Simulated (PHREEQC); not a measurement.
Dissolve 0.092 mol/kgw NH4HS at 25 °C. Closed to the air; pH follows from the charge balance.

Equilibrium calculation in PHREEQC: ion-association model, phreeqc.dat.

```json
[
 {"quantity": "pH", "before": "8.10", "after": "3.08"},
 {"quantity": "ionic strength (mol/kgw)", "before": "0.0874", "after": "0.276"},
 {"quantity": "NH4+ (mol/kgw)", "before": "0.0874", "after": "0.184"},
 {"quantity": "NH3 (mol/kgw)", "before": "0.00462", "after": "7.60e-8"}
]
```

Name the change that produced these shifts.
A. 0.0059 mol/kgw TMAH added
B. NH4HS replaced by (NH4)2SiF6 at the same molality
C. NH4HS from 0.092 to 0.138 mol/kgw
D. diluted 2-fold with water
E. NH4HS replaced by (NH4)2HPO4 at the same molality

B, NH4HS replaced by (NH4)2SiF6 at the same molality

No solid was allowed to form. Some of these states are supersaturated (in Quartz (slow to form), Chalcedony (slow to form), for instance). SiF6-2 is the database's only silicon fluoride.
